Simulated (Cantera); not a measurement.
A Cantera script and its output.

```python
import numpy as np
import cantera as ct

gas = ct.Solution("gri30.yaml")
gas.TPX = 798, 32000, {'CH4': 1, 'CO': 0.048, 'O2': 4.5, 'N2': 13.1}
inlet = ct.Reservoir(gas, clone=True)
gas.equilibrate("HP")  # start burning
reactor = ct.IdealGasConstPressureReactor(gas, energy="on", clone=False)
exhaust = ct.Reservoir(gas, clone=True)
tau = [0.19, 0.076, 0.031, 0.013, 0.0053, 0.0022, 0.00089, 0.00037, 0.00015, 6.2e-05, 2.5e-05][0]
for a, b in ((inlet, reactor), (reactor, exhaust)):
    ct.MassFlowController(a, b, mdot=lambda t: reactor.mass / tau)
net = ct.ReactorNet([reactor])
show = ['CH4', 'CO', 'O2', 'H2O2', 'C2H2', 'CH2']

rows = []
print(f"{'tau/s':>10s}{'T/K':>9s}" + "".join(f"{s:>11s}" for s in show))
for tau in [0.19, 0.076, 0.031, 0.013, 0.0053, 0.0022, 0.00089, 0.00037, 0.00015, 6.2e-05, 2.5e-05]:
    net.initial_time = 0.0
    net.advance(30 * tau)
    before = gas.X
    net.advance(40 * tau)
    drift = np.max(np.abs(gas.X - before) / (gas.X + 1e-9))
    rows.append([gas.T, *gas[show].X, drift])
    print(f"{tau:10.3e}{gas.T:9.1f}" + "".join(f"{x:11.3e}" for x in gas[show].X))
```

It prints:

```
     tau/s      T/K        CH4         CO         O2       H2O2       C2H2        CH2
 1.900e-01   1955.8  4.751e-06  6.346e-04  1.321e-01  3.979e-08  3.256e-11  2.779e-08
 7.600e-02   1945.8  8.910e-06  1.039e-03  1.319e-01  4.702e-08  6.549e-11  5.892e-08
 3.100e-02   1929.0  1.592e-05  1.742e-03  1.317e-01  6.050e-08  1.085e-10  1.153e-07
 1.300e-02   1903.7  2.803e-05  2.839e-03  1.316e-01  8.125e-08  1.713e-10  2.088e-07
 5.300e-03   1865.7  5.200e-05  4.547e-03  1.315e-01  1.131e-07  2.961e-10  3.672e-07
 2.200e-03   1815.4  1.015e-04  6.986e-03  1.318e-01  1.594e-07  6.016e-10  6.221e-07
 8.900e-04   1751.0  2.243e-04  1.081e-02  1.332e-01  2.306e-07  1.687e-09  1.097e-06
 3.700e-04   1677.8  5.722e-04  1.715e-02  1.372e-01  3.354e-07  7.467e-09  2.157e-06
 1.500e-04   1573.8  2.396e-03  2.897e-02  1.495e-01  5.586e-07  1.269e-07  6.601e-06
 6.200e-05    798.0  5.363e-02  2.574e-03  2.413e-01  2.932e-18 -7.500e-21  3.707e-27
 2.500e-05    798.0  5.363e-02  2.574e-03  2.413e-01  4.871e-19  3.620e-26  7.418e-28
```

Computed with Cantera and GRI-Mech 3.0 (53 species, 325 reactions).
